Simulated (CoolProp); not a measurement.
Vapour-liquid equilibrium of CH2F2 (R32) (1) + R236FA (2) at 248 K; x and y are mole fractions of (1).

Model: multi-fluid Helmholtz-energy mixture model, Tillner-Roth 1997 and Pan 2012; pair parameters Bell 2016, in CoolProp.

```csv
x,"bubble pressure, mixture model (bar)","bubble pressure, Raoult's law (bar)","y, mixture model","y, Raoult's law"
0.05,0.4849,0.4865,0.333,0.342
0.2,0.9480,0.9348,0.705,0.712
0.35,1.412,1.383,0.834,0.842
0.5,1.859,1.831,0.899,0.908
0.65,2.291,2.280,0.939,0.948
0.8,2.722,2.728,0.969,0.975
0.95,3.170,3.176,0.993,0.995
```

The largest gap from Raoult's law is +2.1 % in bubble pressure, at x = 0.35. No azeotrope shows between x = 0.05 and 0.95.

The pair parameters rest on a limited set of measurements; away from them the model extrapolates.
